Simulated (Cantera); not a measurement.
Input: 1 mol Si₃H₈, 0.75 mol Cl₂, 55 mol N₂, held at 4700 Pa.

Cantera equilibrium calculation (NASA polynomials, part measured and part estimated; ideal gas, pure solids and liquids). Candidate condensed phases: NH₄Cl, Si, Si₃N₄; 28 gas species. The feed counts by its element totals alone. N₂ is the only nitrogen source here; it is nearly inert below about 1500 K, so the nitride shown seldom forms there in practice. The numbers say what is thermodynamically allowed, not how fast it happens.

Over these rows the condensed part is Si₃N₄(s). Partial pressures as log10 of bar:

```tsv
T (K)	1000/T (1/K)	log p SiCl₂	log p N₂	log p H₂	log p HCl
1273	0.7855	-6.34	-1.37	-2.58	-2.91
1373	0.7283	-5.56	-1.37	-2.58	-2.92
1473	0.6789	-4.90	-1.37	-2.58	-2.92
1573	0.6357	-4.37	-1.37	-2.57	-2.95
1673	0.5977	?	-1.37	-2.56	-3.00
1773	0.5640	-3.71	-1.37	-2.55	-3.09
```

**Question.** Fit log p(SiCl₂) = a + b·(1000/T) to the five rows, give the apparent enthalpy, and predict the row at 1673 K.

**Answer.** Means: 1000/T = 0.6785, log p = -4.976. Sxy = -0.345895, Sxx = 0.0288713, so b = -11.98 and a = -4.976 − (-11.98)×0.6785 = 3.15.
Apparent enthalpy: −19.145 × (-11.98) = 229 kJ/mol. With the condensed phases at unit activity, 1/3 Si₃N₄(s) + 2 HCl(g) = SiCl₂(g) + 2/3 N₂(g) + H₂(g) links this pressure to the main gases: over the six rows their terms move log p by -0.39 in all, so the slope isn't that reaction's ΔH° alone. The five rows lie within 0.10 of the line; that is curvature, so one enthalpy describes this range poorly.
Prediction at 1673 K: 3.15 + (-11.98)×0.5977 = -4.01. The computed value is -3.97, 0.04 from the line.
